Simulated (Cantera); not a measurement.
An isothermal, constant-pressure homogeneous reactor starts with 8.33 % CH4, 91.7 % N2, at 1773 K and 0.503 Torr.

Model: GRI-Mech 3.0 (53 species, 325 reactions), integrated in Cantera. GRI-Mech 3.0 stops at C3 and has no aromatics, soot or wall deposition, so with more carbon than oxygen in the feed, carbon stays in small species such as C2H2 where larger ones or solid carbon would form. Radical loss at walls, strong at low pressure, is not modelled.

Task: Predict: x(CH4) at 2.00 s; x(H) at 2.00 s; x(H2) at 2.00 s; x(CH3) at 2.00 s; x(C2H4) at 2.00 s.

Result: 
| Item | Result |
|---|---|
| x(CH4) at 2.00 s | 0.0330 (gas-phase equilibrium 1.85e-7) |
| x(H) at 2.00 s | 0.000179 (gas-phase equilibrium 0.00373) |
| x(H2) at 2.00 s | 0.0668 (gas-phase equilibrium 0.113) |
| x(CH3) at 2.00 s | 0.00160 (gas-phase equilibrium 1.23e-7) |
| x(C2H4) at 2.00 s | 0.00135 (gas-phase equilibrium 2.22e-8) |
